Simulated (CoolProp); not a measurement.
A Linde-Hampson liquefier for carbon monoxide: isothermal reversible compression at 300 K from 1 atm to 25 MPa, throttling to 1 atm, return gas leaving the recuperator 2 K below the feed. Each further row changes one setting.

Model: reference Helmholtz-energy equation of state, Lemmon 2006, in CoolProp. It is a short technical equation, of lower accuracy than the large ones.

```
case                        liquid yield per pass  compression work (kJ/kg of gas)
--------------------------  ---------------------  -------------------------------
as stated                                   0.091                              491
high pressure 50 MPa                            …                                …
warm-end temperature 330 K                      …                                …
warm-end gap 7 K                                …                              491
```

### Question
Some entries are withheld; supply them.

### Answer

- high pressure 50 MPa, liquid yield per pass: 0.097
- high pressure 50 MPa, compression work (kJ/kg of gas): 565
- warm-end temperature 330 K, liquid yield per pass: 0.066
- warm-end temperature 330 K, compression work (kJ/kg of gas): 544
- warm-end gap 7 K, liquid yield per pass: 0.080
